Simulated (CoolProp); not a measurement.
A single-stage vapour-compression cycle with ammonia: evaporating at 218.15 K (dew point), condensing at 269.15 K (bubble point), superheat 10 K, subcooling 0 K, compressor efficiency 0.75, no pressure losses. Each further row changes one setting.

Model: reference Helmholtz-energy equation of state, Gao 2020, in CoolProp.

```tsv
case	cooling COP	pressure ratio	discharge temperature (K)	refrigerating effect (kJ/kg)	volumetric capacity (kJ/m³)
as stated	2.44	12.3	459.3	1220	334
evaporating temperature 223.15 K	2.85	9.04	434.0	1230	?
condensing temperature 264.15 K	2.76	10.1	437.7	1250	340
subcooling 5 K	2.49	12.3	459.3	1250	340
superheat 20 K	?	12.3	?	1240	325
compressor efficiency 0.65	2.11	12.3	490.9	1220	334
```

### Question
Fill in the missing entries.

### Answer

- evaporating temperature 223.15 K, volumetric capacity (kJ/m³): 447
- superheat 20 K, cooling COP: 2.38
- superheat 20 K, discharge temperature (K): 476.8
